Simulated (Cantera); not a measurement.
A perfectly stirred reactor is fed with 0.709 % C2H6, 99.3 % N2, at 1.00 bar; it is held at 1625 K, and followed from long to short residence time.

Detailed kinetics in Cantera: GRI-Mech 3.0 (53 species, 325 reactions). GRI-Mech 3.0 stops at C3 and has no aromatics, soot or wall deposition, so with more carbon than oxygen in the feed, carbon stays in small species such as C2H2 where larger ones or solid carbon would form.

Question: Predict: x(C2H6) at τ = 1.20 s; x(CH3) at τ = 1.20 s; x(C2H2) at τ = 1.20 s; x(CH2) at τ = 1.20 s; x(CH4) at τ = 1.20 s; x(C2H6) at τ = 24.0 ms; x(CH3) at τ = 24.0 ms; x(C2H2) at τ = 24.0 ms; x(CH2) at τ = 24.0 ms; x(CH4) at τ = 24.0 ms.

Answer: 
```
Item                      Result
----------------------  --------
x(C2H6) at τ = 1.20 s    2.41e-6
x(CH3) at τ = 1.20 s     2.50e-5
x(C2H2) at τ = 1.20 s    0.00626
x(CH2) at τ = 1.20 s     1.99e-8
x(CH4) at τ = 1.20 s     0.00141
x(C2H6) at τ = 24.0 ms   6.08e-5
x(CH3) at τ = 24.0 ms   0.000118
x(C2H2) at τ = 24.0 ms   0.00559
x(CH2) at τ = 24.0 ms    2.51e-7
x(CH4) at τ = 24.0 ms    0.00207
```
